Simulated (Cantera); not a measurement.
# Thermodynamics of metals in furnace atmospheres, feed Ti + H2O + H2

Charge: 1 mol Ti, 0.01 mol H2O, 160 mol H2, at 3.30 mbar.

Equilibrium computed with Cantera from the NASA thermochemical tables; the gas is ideal and each condensed phase is pure. Candidate condensed phases: H2O, Ti, TiO, TiO2, Ti2O3, Ti3O5, Ti4O7; 12 gas species. Mutual solubility and eutectic melting of coexisting phases are not modelled. TiO: taken at fixed stoichiometry. Condensed phases not in the tables: N, O or C dissolved in the metal. Rates play no part.

| T (K) | x H2 | x H | x Ti | x TiO | x H2O | n Ti(α) | n TiO(s) | n Ti(β) |
|---|---|---|---|---|---|---|---|---|
| 1023 | 1.00 | 7.21e-8 | <1e-12 | <1e-12 | <1e-12 | 0.990 | 0.0100 | 0 |
| 1123 | 1.000 | 7.41e-7 | 1.30e-12 | <1e-12 | 2.52e-12 | 0.990 | 0.0100 | 0 |
| 1223 | 1.000 | 5.23e-6 | 7.55e-11 | <1e-12 | 3.22e-11 | 0 | 0.01000 | 0.990 |
| 1323 | 1.000 | 2.76e-5 | 2.34e-9 | 5.95e-12 | 2.73e-10 | 0 | 0.01000 | 0.990 |
| 1423 | 1.000 | 0.000116 | 4.44e-8 | 2.31e-10 | 1.67e-9 | 0 | 0.01000 | 0.990 |
| 1523 | 1.000 | 0.000402 | 5.69e-7 | 5.47e-9 | 7.99e-9 | 0 | 0.01000 | 0.990 |
| 1623 | 0.999 | 0.00120 | 5.31e-6 | 8.64e-8 | 3.11e-8 | 0 | 0.00998 | 0.989 |
| 1723 | 0.997 | 0.00317 | 3.80e-5 | 9.77e-7 | 1.03e-7 | 0 | 0.00983 | 0.984 |
| 1823 | 0.992 | 0.00751 | 0.000218 | 8.36e-6 | 2.94e-7 | 0 | 0.00861 | 0.955 |
| 1923 | 0.983 | 0.0163 | 0.00104 | 5.65e-5 | 7.44e-7 | 0 | 0.000757 | 0.823 |
x: gas mole fraction; n: condensed amount in mol.

From 1023 K to 1123 K the condensed part is Ti(α) + TiO(s). From 1223 K to 1923 K the condensed part is Ti(β) + TiO(s).
